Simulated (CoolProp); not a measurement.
Vapour-liquid equilibrium of ethylene (1) + propylene (2) at 0.304 bar; x and y are mole fractions of (1).

The numbers come from the multi-fluid Helmholtz-energy mixture model, Smukala 2000 and Lemmon 2013; pair parameters Bell 2016 in CoolProp.

```json
[
 {"x": "0.05", "bubble temperature, mixture model (K)": "190.7", "bubble temperature, Raoult's law (K)": "191.3", "y, mixture model": "0.531", "y, Raoult's law": "0.516"},
 {"x": "0.125", "bubble temperature, mixture model (K)": "179.7", "bubble temperature, Raoult's law (K)": "181.0", "y, mixture model": "0.802", "y, Raoult's law": "0.785"},
 {"x": "0.2", "bubble temperature, mixture model (K)": "172.9", "bubble temperature, Raoult's law (K)": "174.3", "y, mixture model": "0.894", "y, Raoult's law": "0.884"},
 {"x": "0.275", "bubble temperature, mixture model (K)": "168.2", "bubble temperature, Raoult's law (K)": "169.6", "y, mixture model": "0.936", "y, Raoult's law": "0.929"},
 {"x": "0.35", "bubble temperature, mixture model (K)": "164.8", "bubble temperature, Raoult's law (K)": "166.0", "y, mixture model": "0.958", "y, Raoult's law": "0.954"},
 {"x": "0.425", "bubble temperature, mixture model (K)": "162.1", "bubble temperature, Raoult's law (K)": "163.2", "y, mixture model": "0.971", "y, Raoult's law": "0.969"},
 {"x": "0.5", "bubble temperature, mixture model (K)": "159.9", "bubble temperature, Raoult's law (K)": "160.8", "y, mixture model": "0.979", "y, Raoult's law": "0.978"},
 {"x": "0.575", "bubble temperature, mixture model (K)": "158.2", "bubble temperature, Raoult's law (K)": "158.9", "y, mixture model": "0.985", "y, Raoult's law": "0.985"},
 {"x": "0.65", "bubble temperature, mixture model (K)": "156.7", "bubble temperature, Raoult's law (K)": "157.1", "y, mixture model": "0.989", "y, Raoult's law": "0.990"},
 {"x": "0.725", "bubble temperature, mixture model (K)": "155.3", "bubble temperature, Raoult's law (K)": "155.6", "y, mixture model": "0.992", "y, Raoult's law": "0.993"},
 {"x": "0.8", "bubble temperature, mixture model (K)": "154.1", "bubble temperature, Raoult's law (K)": "154.3", "y, mixture model": "0.995", "y, Raoult's law": "0.996"},
 {"x": "0.875", "bubble temperature, mixture model (K)": "153.1", "bubble temperature, Raoult's law (K)": "153.1", "y, mixture model": "0.997", "y, Raoult's law": "0.998"},
 {"x": "0.95", "bubble temperature, mixture model (K)": "152.0", "bubble temperature, Raoult's law (K)": "152.0", "y, mixture model": "0.999", "y, Raoult's law": "0.999"}
]
```

The largest gap from Raoult's law is -1.4 K in bubble temperature, at x = 0.275. No azeotrope shows between x = 0.05 and 0.95.

Pair parameters are fitted to limited data, so mixtures are less certain than the pure fluids.
